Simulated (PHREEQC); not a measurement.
0.57 g of hydrous ferric oxide (600 m²/g; 0.2 weak and 0.005 strong sites per Fe, Dzombak-Morel constants, diffuse double layer) in 1 kg of water with 0.01 mol/kgw of an inert sodium salt and 0.0022 mmol/kgw MnCl2, 1.7 mmol/kgw NaF and 0.016 mmol/kgw BaCl2, at 25 °C; the pH is set by adding NaOH or the inert anion's acid. The system is closed to oxygen. CO2 from the air is kept out. Nothing may precipitate in this run.

Equilibrium calculation in PHREEQC: ion-association model, wateq4f.dat.

```json
[
 {"pH": "4", "Mn sorbed (%)": "0.0", "F sorbed (%)": "53.6", "Ba sorbed (%)": "0.0", "surface charge σ (C/m²)": "0.078", "surface potential ψ (mV)": "129"},
 {"pH": "4.67", "Mn sorbed (%)": "0.1", "F sorbed (%)": "48.5", "Ba sorbed (%)": "0.0", "surface charge σ (C/m²)": "0.058", "surface potential ψ (mV)": "114"},
 {"pH": "5.33", "Mn sorbed (%)": "1.3", "F sorbed (%)": "40.1", "Ba sorbed (%)": "0.1", "surface charge σ (C/m²)": "0.040", "surface potential ψ (mV)": "96"},
 {"pH": "6", "Mn sorbed (%)": "17.7", "F sorbed (%)": "29.7", "Ba sorbed (%)": "0.8", "surface charge σ (C/m²)": "0.026", "surface potential ψ (mV)": "76"},
 {"pH": "6.67", "Mn sorbed (%)": "74.5", "F sorbed (%)": "19.0", "Ba sorbed (%)": "5.1", "surface charge σ (C/m²)": "0.016", "surface potential ψ (mV)": "54"},
 {"pH": "7.33", "Mn sorbed (%)": "97.1", "F sorbed (%)": "10.0", "Ba sorbed (%)": "24.9", "surface charge σ (C/m²)": "0.008", "surface potential ψ (mV)": "31"},
 {"pH": "8", "Mn sorbed (%)": "99.7", "F sorbed (%)": "3.9", "Ba sorbed (%)": "68.4", "surface charge σ (C/m²)": "0.001", "surface potential ψ (mV)": "3"},
 {"pH": "8.67", "Mn sorbed (%)": "100.0", "F sorbed (%)": "1.2", "Ba sorbed (%)": "95.5", "surface charge σ (C/m²)": "-0.008", "surface potential ψ (mV)": "-30"},
 {"pH": "9.33", "Mn sorbed (%)": "100.0", "F sorbed (%)": "0.3", "Ba sorbed (%)": "99.6", "surface charge σ (C/m²)": "-0.020", "surface potential ψ (mV)": "-64"},
 {"pH": "10", "Mn sorbed (%)": "100.0", "F sorbed (%)": "0.1", "Ba sorbed (%)": "100.0", "surface charge σ (C/m²)": "-0.041", "surface potential ψ (mV)": "-97"},
 {"pH": "10.67", "Mn sorbed (%)": "100.0", "F sorbed (%)": "0.0", "Ba sorbed (%)": "100.0", "surface charge σ (C/m²)": "-0.076", "surface potential ψ (mV)": "-127"},
 {"pH": "11.33", "Mn sorbed (%)": "100.0", "F sorbed (%)": "0.0", "Ba sorbed (%)": "100.0", "surface charge σ (C/m²)": "-0.132", "surface potential ψ (mV)": "-151"},
 {"pH": "12", "Mn sorbed (%)": "100.0", "F sorbed (%)": "0.0", "Ba sorbed (%)": "100.0", "surface charge σ (C/m²)": "-0.226", "surface potential ψ (mV)": "-165"}
]
```

Complexes and solids missing from the database can't appear.
